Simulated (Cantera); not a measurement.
A perfectly stirred reactor is fed with H2 : O2 : N2 = 1.4 : 1 : 4.2 (molar parts), equivalence ratio 0.70, at 0.880 bar; it is held at 1175 K, and followed from long to short residence time.

Computed with Cantera and the H2/O2 subset of GRI-Mech 3.0, which has no nitrogen chemistry. The temperature is held fixed by assumption; the heat of reaction is taken as removed at once.

```json
[
 {"quantity": "x(H2) at τ = 26.0 s", "before": "3.04e-5", "after": "2.67e-5"},
 {"quantity": "x(O2) at τ = 26.0 s", "before": "0.0509", "after": "0.0508"},
 {"quantity": "x(O) at τ = 26.0 s", "before": "3.89e-7", "after": "1.73e-6"},
 {"quantity": "x(H2O) at τ = 26.0 s", "before": "0.237", "after": "0.237"},
 {"quantity": "x(H2O2) at τ = 26.0 s", "before": "6.26e-8", "after": "1.39e-7"},
 {"quantity": "x(H2) at τ = 60.0 ms", "before": "0.00155", "after": "0.00147"},
 {"quantity": "x(O2) at τ = 60.0 ms", "before": "0.0515", "after": "0.0514"},
 {"quantity": "x(O) at τ = 60.0 ms", "before": "4.66e-5", "after": "0.000133"},
 {"quantity": "x(H2O) at τ = 60.0 ms", "before": "0.235", "after": "0.235"},
 {"quantity": "x(H2O2) at τ = 60.0 ms", "before": "2.55e-6", "after": "2.21e-6"}
]
```

Problem. What was changed between the two runs?
A) N2 4.2 to 2.9 parts
B) temperature 1175 to 1073 K
C) pressure from 0.880 bar to 0.470 bar
D) pressure from 0.880 bar to 1.00 bar

Solution. C, pressure from 0.880 bar to 0.470 bar
